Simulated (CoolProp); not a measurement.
A Linde-Hampson liquefier for CF4 (R14): isothermal reversible compression at 290 K from 1 atm to 30 MPa, throttling to 1 atm, return gas leaving the recuperator 10 K below the feed. Each further row changes one setting.

Computed with CoolProp (reference Helmholtz-energy equation of state, Platzer 1990). This equation is an older, rougher fit; its heat capacities, sound speeds and derivatives of the liquid may be far off and weren't checked against measurements.

| case | liquid yield per pass | compression work (kJ/kg of gas) |
|---|---|---|
| as stated | 0.296 | 138 |
| warm-end temperature 320 K | 0.226 | 159 |
| warm-end gap 15 K | 0.285 | 138 |
